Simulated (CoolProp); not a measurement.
Vapour-liquid equilibrium of CH2F2 (R32) (1) + R152A (2) at -57.95 °C; x and y are mole fractions of (1).

Computed with CoolProp (multi-fluid Helmholtz-energy mixture model, Tillner-Roth 1997 and Outcalt 1996; pair parameters Bell 2016).

| x | bubble pressure, mixture model (kPa) | bubble pressure, Raoult's law (kPa) | y, mixture model | y, Raoult's law |
|---|---|---|---|---|
| 0.05 | … | 19.85 | 0.192 | 0.183 |
| 0.2 | 28.95 | 28.20 | … | 0.516 |
| 0.35 | 37.43 | 36.54 | 0.695 | 0.696 |
| 0.5 | … | 44.89 | … | 0.810 |
| 0.65 | 53.76 | 53.24 | 0.881 | 0.888 |
| 0.8 | … | 61.59 | 0.939 | 0.945 |
| 0.95 | … | 69.93 | 0.986 | 0.988 |

Fill in the missing entries.


- 0.05, bubble pressure, mixture model (kPa): 20.11
- 0.2, y, mixture model: 0.522
- 0.5, bubble pressure, mixture model (kPa): 45.66
- 0.5, y, mixture model: 0.804
- 0.8, bubble pressure, mixture model (kPa): 61.83
- 0.95, bubble pressure, mixture model (kPa): 69.97

The largest gap from Raoult's law is +2.7 % in bubble pressure, at x = 0.2. No azeotrope shows between x = 0.05 and 0.95.

Pair parameters are fitted to limited data, so mixtures are less certain than the pure fluids.
